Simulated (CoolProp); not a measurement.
R114 along the isobar 6.05 MPa: fugacity coefficient from the reference equation and from simpler models built on Tc = 420.6 K, pc = 3.352 MPa, ω = 0.252; each cubic takes its own stable root.

Computed with CoolProp (reference Helmholtz-energy equation of state, Platzer 1990). This equation is an older, rougher fit; its heat capacities, sound speeds and derivatives of the liquid may be far off and weren't checked against measurements.

```csv
T (K),phase,reference,van der Waals,Redlich-Kwong,Soave-Redlich-Kwong,Peng-Robinson
383.1,liquid,0.2656,0.3629,0.2966,0.2732,0.2594
390.9,liquid,0.2963,0.3849,0.3247,0.3052,0.2898
398.7,liquid,0.3282,0.4070,0.3533,0.3383,0.3213
406.5,liquid,0.3611,0.4292,0.3822,0.3722,0.3536
414.2,liquid,0.3942,0.4510,0.4109,0.4063,0.3860
422,supercritical,0.4280,0.4729,0.4399,0.4409,0.4190
429.8,supercritical,0.4618,0.4947,0.4685,0.4753,0.4518
437.6,supercritical,0.4951,0.5161,0.4965,0.5088,0.4838
445.4,supercritical,0.5273,0.5372,0.5237,0.5410,0.5145
453.2,supercritical,0.5579,0.5577,0.5496,0.5714,0.5435
461,supercritical,0.5862,0.5777,0.5741,0.5996,0.5704
468.8,supercritical,0.6121,0.5969,0.5970,0.6254,0.5951
476.6,supercritical,0.6356,0.6153,0.6183,0.6490,0.6178
484.4,supercritical,0.6571,0.6327,0.6379,0.6708,0.6388
492.2,supercritical,0.6768,0.6492,0.6560,0.6909,0.6583
500,supercritical,0.6952,0.6646,0.6728,0.7095,0.6765
```
